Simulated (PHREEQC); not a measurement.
A solution holds 0.061 mol HNO3, 0.00043 mol NaCl and 0.00071 mol MnSO4 per kg of water, at 38 °C. Closed to the air; pH follows from the charge balance.

All values are PHREEQC results (ion-association model, phreeqc.dat), not measurements.

Question: The ionic strength comes out as 0.0631 mol/kgw. What activity coefficients do Cl-, HSO4-, H+, SO4-2, Na+ get?

Answer: Cl- 0.79, HSO4- 0.80, H+ 0.84, SO4-2 0.42, Na+ 0.81.

Precipitation was switched off in this run. At this temperature some constants are extrapolated from 25 °C, and those without enthalpy data are left unchanged.
